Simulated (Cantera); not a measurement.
Feed: 1 mol Si, 0.79 mol HCl, 2.4 mol H2, equilibrated at 0.110 bar.

Equilibrium computed with Cantera from the NASA thermochemical tables; the gas is ideal and each condensed phase is pure. Candidate condensed phases: Si; 19 gas species. The tables' values for SiCl3 are old estimates; treat these amounts as uncertain. The numbers say what is thermodynamically allowed, not how fast it happens. All values below are at 1100 K.

Base state: H2 0.902, SiCl4 0.0412, HCl 0.0345, SiHCl3 0.0159, SiCl3 0.00282, SiCl2 0.00269, SiH2Cl2 0.000735 (mole fractions); condensed: Si(s).

Problem. What changes in the equilibrium state with this change: HCl from 0.79 to 4.7 mol?

Solution. 
```csv
species,before,after
H2,0.902,0.706
SiCl4,0.0412,0.149
HCl,0.0345,0.130
SiHCl3,0.0159,0.0119
SiH2Cl2,0.000735,0.000114
SiCl2,0.00269,0.000533
"Si(s), mol",0.809,0
```
